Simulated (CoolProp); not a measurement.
Saturated liquid density (kg/m³) of nitrous oxide: the reference equation beside estimates from Tc = 36.4 °C, pc = 7245 kPa, ω = 0.161. Rackett uses Z = 0.29056 − 0.08775 ω.

Values from CoolProp's reference Helmholtz-energy equation of state, Lemmon 2006. It is a short technical equation, of lower accuracy than the large ones.

```
T (°C)  reference  Rackett  Peng-Robinson
------  ---------  -------  -------------
-52.75       1119     1104           1173
-47.05        ___     1085           1151
-41.35       1080     1066           1127
-35.65       1059     1046           1102
-29.95       1038      ___           1075
-24.35        ___     1005           1048
-18.65      992.5      ___           1018
-12.95      968.1    959.3          985.4
-7.25       942.3    934.5          950.8
-1.55       914.9    907.9          913.4
4.15        885.3    879.3          872.5
9.85        853.1    847.8            ___
15.45       817.7    813.1            ___
21.15       776.1    772.1          719.8
```

Problem. What belongs in the gaps?

Solution. 
- -47.05, reference: 1100
- -29.95, Rackett: 1026
- -24.35, reference: 1016
- -18.65, Rackett: 982.8
- 9.85, Peng-Robinson: 827.5
- 15.45, Peng-Robinson: 777.8

Absolute difference from the reference over all 14 rows, mean and median: Rackett 1.0 and 0.9 %, Peng-Robinson 3.3 and 3.4 %.
